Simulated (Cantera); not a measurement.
Cantera run:

```python
import numpy as np
import cantera as ct

gas_names = """
    C CH CH2 CH3 CH2OH CH3O CH4 CH3OH CO CO2 COOH C2 C2H CHCO,ketyl C2H2,acetylene C2H2,vinylidene
    CH2CO,ketene C2H3,vinyl CH3CO,acetyl C2H4 C2H4O,ethylen CH3CHO,ethanal CH3COOH (HCOOH)2 C2H5 C2H6
    CH3OCH3 C2H5OH C2O C3 C3H3,propargyl C3H4,allene C3H4,propyne C3H4,cyclo- C3H5,allyl C3H6,propylene
    C3H6,cyclo- C3H6O C3H7,n-propyl C3H7,i-propyl C3H8 C3H8O,1propanol C3H8O,2propanol C3O2 C4 C4H2
    C4H4,1,3-cyclo- C4H6,butadiene C4H6,2-butyne C4H6,cyclo- C4H8,1-butene C4H8,cis2-buten
    C4H8,tr2-butene C4H8,isobutene C4H8,cyclo- (CH3COOH)2 C4H9,n-butyl C4H9,i-butyl C4H9,s-butyl
    C4H9,t-butyl C4H10,isobutane C4H10,n-butane C5 C5H6,1,3cyclo- C5H8,cyclo- C5H10,1-pentene
    C5H10,cyclo- C5H11,pentyl C5H11,t-pentyl C5H12,n-pentane C5H12,i-pentane CH3C(CH3)2CH3 C6H2
    C6H5,phenyl C6H5O,phenoxy C6H6 C6H5OH,phenol C6H10,cyclo- C6H12,1-hexene C6H12,cyclo- C6H13,n-hexyl
    C7H7,benzyl C7H8 C7H8O,cresol C7H14,1-heptene C7H15,n-heptyl C7H16,n-heptane C8H8,styrene
    C8H10,ethylbenz C8H16,1-octene C8H17,n-octyl C8H18,isooctane C8H18,n-octane C9H19,n-nonyl
    C10H8,naphthale C10H21,n-decyl C12H9,o-bipheny C12H10,bipheny H HCO HO2 H2 HCHO,formaldehy HCOOH H2O
    H2O2 O OH O2 O3 Pb PbO Pb2
""".split()
cond_names = """
    C(gr) C6H6(L) C7H8(L) C8H18(L),n-octa H2O(s) H2O(L) Pb(cr) Pb(L) PbO(rd) PbO(yw) PbO(L) PbO2(s)
    Pb3O4(s)
""".split()


def load(file, names, dense=False):
    # The tables refer to 1 bar. Condensed volumes are neglected.
    table = {s.name: s for s in ct.Species.list_from_file(file)}
    out = []
    for n in names:
        d = dict(table[n].input_data)
        d["thermo"] = dict(d["thermo"], **{"reference-pressure": 1e5})
        if dense:
            d["equation-of-state"] = {"model": "constant-volume", "density": "1e6 g/cm^3"}
        out.append(ct.Species.from_dict(d))
    return out


gas = ct.Solution(thermo="ideal-gas", species=load("nasa_gas.yaml", gas_names))
cond = {s.name: ct.Solution(thermo="fixed-stoichiometry", species=[s], name=s.name)
        for s in load("nasa_condensed.yaml", cond_names, dense=True)}
atoms = {
    'Pb': {'Pb': 1},
    'CO': {'C': 1, 'O': 1},
    'H2': {'H': 2},
}
top_T = {'C(gr)': 4500, 'Pb3O4(s)': 820}  # K; cautious upper limits of use, not melting points


def equilibrate(T, P, feed):
    n = {}
    for name, mol in feed.items():
        for a, k in atoms[name].items():
            n[a] = n.get(a, 0.0) + k * mol
    gas.TPX = T, P, n
    mass = sum(n.values()) * gas.mean_molecular_weight
    gas.equilibrate("TP")
    valid = [c for c in cond.values() if c.min_temp <= T <= top_T.get(c.name, c.max_temp)]
    mix = ct.Mixture([(gas, mass / gas.mean_molecular_weight)] + [(c, 0.0) for c in valid])
    mix.T, mix.P = T, P
    mix.equilibrate("TP", solver="vcs", rtol=1e-11, max_steps=5000)
    return mix


results = []
T = 1500  # K
P = 13332.2  # Pa
for m in [0.29, 0.55, 1, 2, 3.8, 7.1, 14, 26, 49]:
    feed = {'Pb': 1, 'CO': 0.13, 'H2': m}  # mol
    mix = equilibrate(T, P, feed)
    results.append((T, P, feed, dict(zip(mix.species_names, mix.species_moles))))
    x = sorted(zip(gas.X, gas.species_names), reverse=True)
    print(f"T = {T:g} K  P = {P:g} Pa  n(H2) = {m:g} mol  gas = {mix.phase_moles(0):.4g} mol")
    print("   x: " + "  ".join(f"{s} {v:.3e}" for v, s in x if v > 0.0001))
    print("   condensed (mol): " + ("  ".join(f"{mix.phase(i).name} {mix.phase_moles(i):.4g}"
          for i in range(1, mix.n_phases) if mix.phase_moles(i) > 1e-12) or "none"))
```

Result:

```
T = 1500 K  P = 13332.2 Pa  n(H2) = 0.29 mol  gas = 0.5148 mol
   x: H2 5.631e-01  CO 2.525e-01  Pb 1.842e-01
   condensed (mol): Pb(L) 0.9051
T = 1500 K  P = 13332.2 Pa  n(H2) = 0.55 mol  gas = 0.8335 mol
   x: H2 6.597e-01  Pb 1.842e-01  CO 1.559e-01
   condensed (mol): Pb(L) 0.8464
T = 1500 K  P = 13332.2 Pa  n(H2) = 1 mol  gas = 1.385 mol
   x: H2 7.218e-01  Pb 1.842e-01  CO 9.380e-02
   condensed (mol): Pb(L) 0.7447
T = 1500 K  P = 13332.2 Pa  n(H2) = 2 mol  gas = 2.611 mol
   x: H2 7.659e-01  Pb 1.842e-01  CO 4.975e-02
   condensed (mol): Pb(L) 0.5187
T = 1500 K  P = 13332.2 Pa  n(H2) = 3.8 mol  gas = 4.817 mol
   x: H2 7.887e-01  Pb 1.842e-01  CO 2.695e-02
   condensed (mol): Pb(L) 0.112
T = 1500 K  P = 13332.2 Pa  n(H2) = 7.1 mol  gas = 8.229 mol
   x: H2 8.626e-01  Pb 1.214e-01  CO 1.577e-02
   condensed (mol): none
T = 1500 K  P = 13332.2 Pa  n(H2) = 14 mol  gas = 15.13 mol
   x: H2 9.253e-01  Pb 6.608e-02  CO 8.569e-03
   condensed (mol): none
T = 1500 K  P = 13332.2 Pa  n(H2) = 26 mol  gas = 27.13 mol
   x: H2 9.583e-01  Pb 3.685e-02  CO 4.774e-03
   condensed (mol): none
T = 1500 K  P = 13332.2 Pa  n(H2) = 49 mol  gas = 50.13 mol
   x: H2 9.774e-01  Pb 1.995e-02  CO 2.579e-03
   condensed (mol): none
```

Method: chemical equilibrium by Gibbs-energy minimisation in Cantera with the NASA 1993 tables (ideal gas, pure condensed phases).
